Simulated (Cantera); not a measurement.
A perfectly stirred reactor is fed with CH4 : H2 : O2 : N2 = 1 : 1.2 : 4.26 : 13.6 (molar parts), equivalence ratio 0.61, at 7500 Torr; it is adiabatic with a 398 K inlet, and is followed from long to short residence time, starting on the burning branch (τ in s: 0.44, 0.17, 0.064, 0.024, 0.0092, 0.0035, 0.0013, 0.0005, 0.00019, 7.3e-05, 2.8e-05, 1e-05).

Detailed kinetics in Cantera: GRI-Mech 3.0 (53 species, 325 reactions).

Problem. Predict: blow-out, bracketed by the residence times tried; x(CH4) at τ = 0.440 s; x(H2) at τ = 0.440 s; x(O2) at τ = 0.440 s; x(NO2) at τ = 0.440 s; x(H2O) at τ = 0.440 s; x(CH4) at τ = 1.30 ms; x(H2) at τ = 1.30 ms; x(O2) at τ = 1.30 ms; x(NO2) at τ = 1.30 ms; x(H2O) at τ = 1.30 ms.

Solution. 
| Property | Value |
|---|---|
| blow-out, bracketed by the residence times tried | burning at 73.0 µs, out at 28.0 µs |
| x(CH4) at τ = 0.440 s | 3.01e-7 |
| x(H2) at τ = 0.440 s | 3.61e-5 |
| x(O2) at τ = 0.440 s | 0.0847 |
| x(NO2) at τ = 0.440 s | 2.51e-6 |
| x(H2O) at τ = 0.440 s | 0.164 |
| x(CH4) at τ = 1.30 ms | 4.83e-5 |
| x(H2) at τ = 1.30 ms | 0.000264 |
| x(O2) at τ = 1.30 ms | 0.0854 |
| x(NO2) at τ = 1.30 ms | 1.09e-7 |
| x(H2O) at τ = 1.30 ms | 0.163 |
